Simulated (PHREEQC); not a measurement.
Ca(OH)2 is added in steps, without added water, to 1 kg of water holding 0.0026 mol NaH2PO4, 4.5e-05 mol Na2B4O7 and 0.0054 mol NaCl, at 72 °C. O2 is buffered at 0.21 atm. The system is closed to CO2. Precipitation was switched off in this run.

Base run: PHREEQC, ion-association model, phreeqc.dat. Each further column changes one thing. The table gives H2BO3- (mol/kgw).

```tsv
Ca(OH)2 added (mol)	base	all activity coefficients set to 1	database wateq4f.dat	metal-ligand complexes left out	Debye-Hückel limiting law
0	8.52e-8	1.02e-7	8.56e-8	8.61e-8	8.27e-8
0.0002	4.84e-7	5.57e-7	4.87e-7	5.23e-7	4.70e-7
0.0004	1.02e-6	1.14e-6	1.02e-6	1.15e-6	9.90e-7
0.0007	2.39e-6	2.60e-6	2.40e-6	2.90e-6	2.33e-6
0.0009	4.27e-6	4.51e-6	4.29e-6	5.55e-6	4.19e-6
0.0011	8.52e-6	8.44e-6	8.58e-6	1.36e-5	8.49e-6
0.0013	1.92e-5	1.69e-5	1.93e-5	6.35e-5	1.97e-5
0.0015	3.83e-5	3.14e-5	3.86e-5	0.000128	4.00e-5
0.0017	6.15e-5	5.04e-5	6.20e-5	0.000150	6.40e-5
0.002	9.59e-5	8.28e-5	9.67e-5	0.000162	9.85e-5
0.0022	0.000116	0.000104	0.000117	0.000165	0.000118
0.0024	0.000131	0.000122	0.000132	0.000168	0.000133
```

In at least one series the solution becomes supersaturated in solids that the run did not let form, among them Hydroxyapatite. Away from 25 °C the constants follow the database's enthalpies or fits; those with neither stay at their 25 °C values. H3PO4, which wateq4f.dat lacks, is added to it with the constant of phreeqc.dat. phreeqc.dat and wateq4f.dat share most of their constants, so their agreement is no independent check.
